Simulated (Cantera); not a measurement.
An isothermal, constant-pressure homogeneous reactor starts with C₂H₆ : H₂ = 1 : 2 (molar parts), at 1500 K and 218 Torr. Integrator tolerance rtol = 1e-08.

Cantera simulation using GRI-Mech 3.0 (53 species, 325 reactions); the numbers are that mechanism's predictions, not measurements. GRI-Mech 3.0 stops at C3 and has no aromatics, soot or wall deposition, so with more carbon than oxygen in the feed, carbon stays in small species such as C2H2 where larger ones or solid carbon would form.

Problem. What does this change do: pressure from 218 Torr to 11.3 Torr?

Solution. 
```tsv
quantity	before	after
x(C₂H₆) at 9.00 s	2.01e-5 (gas-phase equilibrium 1.98e-5)	1.21e-5 (gas-phase equilibrium 6.89e-8)
x(H₂) at 9.00 s	0.750 (gas-phase equilibrium 0.751)	0.726 (gas-phase equilibrium 0.797)
x(C₂H₂) at 9.00 s	0.171 (gas-phase equilibrium 0.172)	0.168 (gas-phase equilibrium 0.198)
x(H) at 9.00 s	2.83e-5 (gas-phase equilibrium 2.85e-5)	7.69e-5 (gas-phase equilibrium 0.000129)
x(CH₂) at 9.00 s	1.62e-9 (gas-phase equilibrium 1.60e-9)	1.77e-8 (gas-phase equilibrium 1.77e-9)
x(C₂H) at 9.00 s	1.22e-8 (gas-phase equilibrium 1.23e-8)	3.35e-8 (gas-phase equilibrium 6.05e-8)
x(CH₃) at 9.00 s	5.18e-5 (gas-phase equilibrium 5.09e-5)	0.000224 (gas-phase equilibrium 1.32e-5)
```
Radical loss at walls, strong at low pressure, is not modelled.

Problem. What does this change do: pressure from 218 Torr to 1.65 Torr?

Solution. 
```tsv
quantity	before	after
x(C₂H₆) at 9.00 s	2.01e-5 (gas-phase equilibrium 1.98e-5)	1.87e-5 (gas-phase equilibrium 1.50e-9)
x(H₂) at 9.00 s	0.750 (gas-phase equilibrium 0.751)	0.694 (gas-phase equilibrium 0.799)
x(C₂H₂) at 9.00 s	0.171 (gas-phase equilibrium 0.172)	0.154 (gas-phase equilibrium 0.200)
x(H) at 9.00 s	2.83e-5 (gas-phase equilibrium 2.85e-5)	0.000145 (gas-phase equilibrium 0.000338)
x(CH₂) at 9.00 s	1.62e-9 (gas-phase equilibrium 1.60e-9)	8.63e-8 (gas-phase equilibrium 1.78e-9)
x(C₂H) at 9.00 s	1.22e-8 (gas-phase equilibrium 1.23e-8)	6.02e-8 (gas-phase equilibrium 1.59e-7)
x(CH₃) at 9.00 s	5.18e-5 (gas-phase equilibrium 5.09e-5)	0.000633 (gas-phase equilibrium 5.08e-6)
```
Radical loss at walls, strong at low pressure, is not modelled.
